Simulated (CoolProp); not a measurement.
Vapour-liquid equilibrium of R113 (1) + benzene (2) at 0.0605 MPa; x and y are mole fractions of (1).

The numbers come from the multi-fluid Helmholtz-energy mixture model, Marx 1992 and Thol 2012; pair parameters Bell 2016 in CoolProp.

```tsv
x	bubble temperature (°C)	y at the bubble point	dew temperature at overall composition x (°C)	liquid density (mol/L)
0.05	58.8	0.207	63.0	10.53
0.125	53.1	0.398	61.1	10.35
0.2	49.2	0.515	59.0	10.15
0.275	46.3	0.596	56.9	9.949
0.35	44.0	0.657	54.7	9.747
0.425	42.1	0.706	52.3	9.550
0.5	40.5	0.749	49.7	9.358
0.575	39.1	0.787	47.0	9.173
0.65	37.9	0.824	44.2	8.993
0.725	36.7	0.861	41.4	8.821
0.8	35.6	0.897	38.7	8.654
0.875	34.5	0.935	36.3	8.495
0.95	33.5	0.973	34.1	8.341
```

No azeotrope shows between x = 0.05 and 0.95.

The pair parameters rest on a limited set of measurements; away from them the model extrapolates.
